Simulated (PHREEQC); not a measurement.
0.1 mol of Fluorite (CaF2) is brought to equilibrium with 1 kg of water, at several temperatures. Oxygen is held at 0.21 atm. No CO2 enters from the air. Solids allowed: Fluorite. Others were left out.

Model: ion-association model, phreeqc.dat, run in PHREEQC.

```csv
T (°C),pH,dissolved Ca (mol/kgw),dissolved F (mol/kgw)
10,7.33,0.000167,0.000333
15.3,7.24,0.000177,0.000354
20.7,___,0.000187,0.000374
26,7.08,0.000197,0.000393
31.3,___,0.000206,0.000412
36.7,6.94,0.000215,0.000430
42,6.87,0.000223,0.000446
47.3,6.82,0.000231,0.000462
52.7,___,0.000238,0.000477
58,___,0.000245,0.000490
63.3,___,0.000251,0.000503
68.7,6.62,0.000257,0.000514
74,6.59,0.000262,0.000524
79.3,6.55,0.000266,0.000533
84.7,___,0.000270,0.000541
90,6.49,0.000274,0.000547
```

Q: Fill in the missing entries.

A: 
- 20.7, pH: 7.16
- 31.3, pH: 7.01
- 52.7, pH: 6.76
- 58, pH: 6.71
- 63.3, pH: 6.67
- 84.7, pH: 6.52

Species that the database lacks are ignored. At this temperature some constants are extrapolated from 25 °C, and those without enthalpy data are left unchanged.
